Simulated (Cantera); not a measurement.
A perfectly stirred reactor is fed with CO : O₂ : H₂O : N₂ = 0.001 : 0.0025 : 0.00031 : 1 (molar parts), equivalence ratio 0.20, at 0.430 bar; it is held at 1025 K, and followed from long to short residence time.

Detailed kinetics in Cantera: GRI-Mech 3.0 (53 species, 325 reactions).

x: mole fraction; the columns are a selection and need not sum to one.

| τ (s) | x CO | x O₂ | x H₂O | x OH | x HO₂ | x H₂O₂ | x NO |
|---|---|---|---|---|---|---|---|
| 6.5 | 0.000173 | 0.00208 | 0.000308 | … | 1.42e-7 | 1.90e-9 | 1.68e-8 |
| 2.0 | 0.000338 | 0.00216 | 0.000307 | … | 1.83e-7 | 2.65e-9 | 8.18e-9 |
| 0.59 | 0.000588 | 0.00228 | 0.000306 | 9.95e-7 | 2.18e-7 | 3.05e-9 | 3.17e-9 |
| 0.18 | 0.000828 | 0.00240 | 0.000305 | 9.46e-7 | 2.30e-7 | 2.85e-9 | 8.00e-10 |
| 0.053 | 0.000970 | 0.00247 | 0.000308 | … | 1.91e-7 | 1.89e-9 | 3.93e-11 |
| 0.016 | 0.000996 | 0.00249 | 0.000309 | 1.20e-12 | 5.42e-12 | <1e-12 | <1e-12 |
| 0.0047 | 0.000996 | 0.00249 | 0.000309 | <1e-12 | <1e-12 | <1e-12 | <1e-12 |
| 0.0014 | 0.000996 | 0.00249 | 0.000309 | <1e-12 | <1e-12 | <1e-12 | <1e-12 |
| 0.00042 | 0.000996 | 0.00249 | 0.000309 | <1e-12 | <1e-12 | <1e-12 | <1e-12 |
| 0.00013 | 0.000996 | 0.00249 | 0.000309 | <1e-12 | <1e-12 | <1e-12 | <1e-12 |

**Question.** Complete the blanks.

**Answer.** 
- 6.5, x OH: 6.27e-7
- 2.0, x OH: 8.30e-7
- 0.053, x OH: 4.31e-7
